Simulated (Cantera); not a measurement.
Charge: 1 mol SiH4, 6.5 mol N2, 0.12 mol H2, equilibrated at 30.0 Pa.

Cantera equilibrium calculation (NASA polynomials, part measured and part estimated; ideal gas, pure solids and liquids). Candidate condensed phases: Si, Si3N4; 18 gas species. The tables' values for SiN are old estimates; treat these amounts as uncertain. Kinetics and transport are ignored.

Task: At 1502 °C, list the 6 most abundant gas species with their mole fractions, and the condensed phases.

Result: N2 0.745, H2 0.239, H 0.00817, Si 0.00732, Si2N 8.64e-5, SiH 7.60e-5. Condensed: Si(l).
